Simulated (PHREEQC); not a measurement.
A solution holds 0.5 mol/kgw K2CO3, 0.0003 mol/kgw K2SO4 and 0.00017 mol/kgw CO2, at 68 °C. Closed to the air; pH follows from the charge balance.

Equilibrium calculation in PHREEQC: ion-association model, phreeqc.dat.

Each row changes one thing in this solution. Precipitation was switched off in this run.

| case | pH | ionic strength (mol/kgw) | KSO4- (mol/kgw) | SO4-2 (mol/kgw) | CO2 (mol/kgw) |
|---|---|---|---|---|---|
| as made | 10.87 | 1.48 | 0.000174 | 0.000126 | 2.49e-7 |
| K2CO3 from 0.5 to 0.45 mol/kgw | 10.85 | 1.33 | 0.000170 | 0.000130 | 2.56e-7 |
| CO2 from 0.00017 to 0.0017 mol/kgw | 10.84 | 1.48 | 0.000174 | 0.000126 | 2.89e-7 |
| K2SO4 from 0.0003 to 0.0015 mol/kgw | 10.87 | 1.48 | 0.000869 | 0.000631 | 2.49e-7 |
| temperature from 68 to 70 °C | 10.85 | 1.48 | 0.000175 | 0.000125 | 2.78e-7 |

The ionic strength passes 0.7 mol/kgw, the rough limit of the ion-association models, in every such run. Constants without temperature data keep their 25 °C values here.
